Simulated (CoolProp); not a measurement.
A single-stage vapour-compression cycle with the fluid: evaporating at 297.15 K (dew point), condensing at 364.15 K (bubble point), superheat 10 K, subcooling 5 K, compressor efficiency 0.8, no pressure losses. The same conditions are run with several fluids, on thermodynamics alone (safety and materials aside).

Computed with CoolProp (reference Helmholtz-energy equation of state of each fluid (R1336mzz(E): Akasaka 2023; R142b: Lemmon 2006; R1336mzz(Z): McLinden 2020; n-pentane: Thol 2019; cyclopentane: Gedanitz 2015; trans-2-butene: Lemmon 2005)).

**Question.** Rank R1336mzz(E), R142b, R1336mzz(Z), n-pentane, cyclopentane, trans-2-butene by cooling COP, highest first.

**Answer.** cyclopentane (2.92), n-pentane (2.64), trans-2-butene (2.61), R142b (2.51), R1336mzz(Z) (2.49), R1336mzz(E) (2.20)

```
fluid           pressure ratio  discharge temperature (K)  refrigerating effect (kJ/kg)  volumetric capacity (kJ/m³)
--------------  --------------  -------------------------  ----------------------------  ---------------------------
R1336mzz(E)               6.58                      365.0                          72.6                          934
R142b                     5.30                      381.4                           124                         1740
R1336mzz(Z)               8.05                      364.1                          97.8                          461
n-pentane                 7.32                      364.2                           231                          443
cyclopentane              8.23                      384.3                           297                          338
trans-2-butene            5.54                      377.1                           243                         1300
```

The compression ends wet for: R1336mzz(Z); n-pentane.
